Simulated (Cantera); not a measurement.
Feed: 1 mol C3H8, 0.057 mol CO2, 1.5 mol H2, at 0.0140 bar.

Equilibrium computed with Cantera from the NASA thermochemical tables; the gas is ideal and each condensed phase is pure. Candidate condensed phases: C, C6H6, C7H8, C8H18, H2O; 110 gas species. Equilibrium is a limit: real reactors are often held back by kinetics, nucleation or transport.

x: gas mole fraction; n: condensed amount in mol.

| T (K) | x H2 | x H | x CO | x C2H2 (acetylene) | n C(graphite) |
|---|---|---|---|---|---|
| 1673 | 0.979 | 0.000952 | 0.0203 | 5.58e-5 | 2.94 |
| 1748 | 0.978 | 0.00191 | 0.0203 | 0.000110 | 2.94 |
| 1823 | 0.976 | 0.00362 | 0.0203 | 0.000206 | 2.94 |
| 1898 | 0.973 | 0.00652 | 0.0202 | 0.000366 | 2.94 |
| 1973 | 0.968 | 0.0112 | 0.0202 | 0.000620 | 2.94 |
| 2048 | 0.960 | 0.0185 | 0.0201 | 0.00101 | 2.93 |
| 2123 | 0.949 | [?] | 0.0200 | [?] | 2.93 |
| 2198 | 0.932 | 0.0454 | 0.0198 | 0.00236 | 2.92 |
| 2273 | 0.909 | 0.0677 | 0.0196 | 0.00343 | 2.90 |
| 2348 | 0.878 | 0.0978 | 0.0193 | 0.00480 | 2.89 |
| 2423 | 0.837 | [?] | 0.0189 | [?] | 2.86 |
| 2498 | 0.786 | 0.187 | 0.0184 | 0.00843 | 2.83 |
| 2573 | 0.724 | 0.247 | 0.0178 | 0.0106 | 2.80 |

Task: What belongs in the gaps?

Result: 
- 2423, x H: 0.137
- 2423, x C2H2 (acetylene): 0.00648
- 2123, x H: 0.0295
- 2123, x C2H2 (acetylene): 0.00157
